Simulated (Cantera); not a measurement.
An adiabatic, constant-volume homogeneous reactor starts with 5.44 % CH4, 9.09 % O2, 85.5 % N2, equivalence ratio 1.2, at 1750 K and 1.01 bar.

Model: GRI-Mech 3.0 (53 species, 325 reactions), integrated in Cantera.

x: mole fraction; the columns are a selection and need not sum to one.

```
t (s)     T (K)  P (bar)   x CH4     x O2      x NO    x C2H2    x NO2     x HCN      x CH2O
--------  -----  -------  ------  -------  --------  --------  -------  --------  ----------
5.00e-6    1750     1.01  0.0544   0.0909    <1e-12    <1e-12   <1e-12    <1e-12  (withheld)
1.52e-5    1750     1.01  0.0544   0.0909  1.33e-12  6.68e-11   <1e-12    <1e-12  (withheld)
4.59e-5    1749     1.01  0.0542   0.0908  7.47e-12   8.95e-9   <1e-12    <1e-12  (withheld)
0.000139   1752     1.01  0.0525   0.0900  9.29e-11   2.13e-6   <1e-12  3.63e-11  (withheld)
0.000422   2534     1.52  <1e-12  0.00622  0.000281    <1e-12  2.66e-8  1.39e-10    2.80e-10
0.00128    2673     1.59  <1e-12  0.00320   0.00151    <1e-12  1.74e-7   1.17e-9    2.94e-10
0.00387    2668     1.59  <1e-12  0.00282   0.00309    <1e-12  3.40e-7   1.96e-9    3.04e-10
0.0117     2666     1.59  <1e-12  0.00273   0.00354    <1e-12  3.84e-7   2.19e-9    3.07e-10
0.0356     2666     1.59  <1e-12  0.00273   0.00355    <1e-12  3.84e-7   2.19e-9    3.07e-10
0.108      2666     1.59  <1e-12  0.00273   0.00355    <1e-12  3.84e-7   2.19e-9    3.07e-10
0.327      2666     1.59  <1e-12  0.00273   0.00355    <1e-12  3.84e-7   2.19e-9    3.07e-10
0.990      2666     1.59  <1e-12  0.00273   0.00355    <1e-12  3.84e-7   2.19e-9    3.07e-10
3.00       2666     1.59  <1e-12  0.00273   0.00355    <1e-12  3.84e-7   2.19e-9    3.07e-10
```

Task: Fill in the missing entries.

Result: 
- 5.00e-6, x CH2O: 2.73e-7
- 1.52e-5, x CH2O: 3.02e-6
- 4.59e-5, x CH2O: 3.48e-5
- 0.000139, x CH2O: 0.000443
